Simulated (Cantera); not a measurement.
# Ammonia decomposition in nitride growth gas

An isothermal, constant-pressure homogeneous reactor starts with 85.0 % NH3, 14.5 % N2, 0.527 % H2, at 1775 K and 12.0 Torr.

Detailed kinetics in Cantera: the gas-phase N/H chemistry of the illustrative SiF4/NH3 mechanism in the Surface Chemkin manual (1991). Walls and surfaces, which speed up NH3 decomposition in real reactors, are not modelled.

| t (s) | x NH3 | x N2H2 | x N | x H | x H2 | x N2H4 |
|---|---|---|---|---|---|---|
| 3.00e-6 | 0.850 | <1e-12 | <1e-12 | 2.06e-8 | 0.00527 | <1e-12 |
| 1.27e-5 | 0.850 | <1e-12 | <1e-12 | 4.33e-8 | 0.00527 | <1e-12 |
| 5.38e-5 | 0.850 | <1e-12 | <1e-12 | 4.92e-8 | 0.00527 | <1e-12 |
| 0.000228 | 0.850 | 5.47e-11 | <1e-12 | 5.66e-8 | 0.00527 | <1e-12 |
| 0.000965 | 0.850 | 2.52e-9 | <1e-12 | 8.79e-8 | 0.00528 | 1.67e-11 |
| 0.00409 | 0.850 | 6.89e-8 | 1.26e-10 | 2.24e-7 | 0.00531 | 3.12e-10 |
| 0.0173 | 0.850 | 1.44e-6 | 3.53e-9 | 8.54e-7 | 0.00553 | 5.22e-9 |
| 0.0734 | 0.845 | 5.91e-6 | 1.79e-8 | 2.80e-6 | 0.00942 | 1.99e-8 |
| 0.311 | 0.820 | 5.70e-6 | 5.33e-8 | 7.92e-6 | 0.0297 | 1.80e-8 |
| 1.32 | 0.724 | 4.59e-6 | 1.46e-7 | 2.70e-5 | 0.107 | 1.35e-8 |
| 5.57 | 0.461 | 2.22e-6 | 2.34e-7 | 8.91e-5 | 0.319 | 6.73e-9 |
| 23.6 | 0.126 | 3.61e-7 | 2.40e-7 | 0.000238 | 0.590 | 1.06e-9 |
| 100 | 0.00530 | 6.96e-9 | 1.89e-7 | 0.000723 | 0.687 | 1.26e-11 |
x: mole fraction; the columns are a selection and need not sum to one.

Equilibrium at this temperature and pressure: NH3 1.55e-7, N2H2 <1e-12, N 1.02e-10, H 0.00191, H2 0.691, N2H4 <1e-12 (gas phase only).
